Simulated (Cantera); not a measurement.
Charge: 1 mol B, 8.9 mol H2, equilibrated at 1775 °C and 750 Torr.

Equilibrium computed with Cantera from the NASA thermochemical tables; the gas is ideal and each condensed phase is pure. Candidate condensed phases: B; 7 gas species. The tables' values for BH2 are old estimates; treat these amounts as uncertain. Gases not in the tables: B2H6 and higher boranes. Rates play no part.

Base state: H2 0.997, H 0.00224, BH2 0.000611, BH3 4.03e-5 (mole fractions); condensed: B(s).

### Question
What changes in the equilibrium state with this change: pressure from 750 Torr to 2.48 Torr?

### Answer
```
species      before     after
---------  --------  --------
H2            0.997     0.961
H           0.00224    0.0383
BH2        0.000611  0.000589
B           2.91e-7   8.83e-5
BH3         4.03e-5   2.19e-6
B(s), mol     0.994     0.994
```
